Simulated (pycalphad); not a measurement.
Computed with pycalphad from the COST 507 light-alloy database (1999), at 1 atm. The data set is of 1999 and partly superseded. Amounts are mole fractions of atoms.

**Question.** Give the equilibrium state of Ti-79.7C (at.%) at 1827 °C.

**Answer.** 
```
T = 2100.00 K, P = 101325 Pa, N = 1 mol of atoms
G = -100064 J/mol, H = 3527 J/mol, S = 49.33 J/(mol K)  (SER reference)
chemical potentials (J/mol): Ti -296149, C -50120
phase             fraction      x(Ti)       x(C)
GRAPHITE            0.6024       none     1.0000
FCC_A1              0.3976     0.5106     0.4894
```

**Question.** Give the equilibrium state of Ti-79.7C (at.%) at 2827 °C.

**Answer.** LIQUID, fraction 0.594, with 65.8 C at.%; GRAPHITE, fraction 0.406, with 100 C at.%.

FCC_A1 is fcc. An entry "none" or "no" means that the model of the phase leaves that element out. The fcc model also describes the rock-salt carbide or nitride (TiC, TiN, HfC).
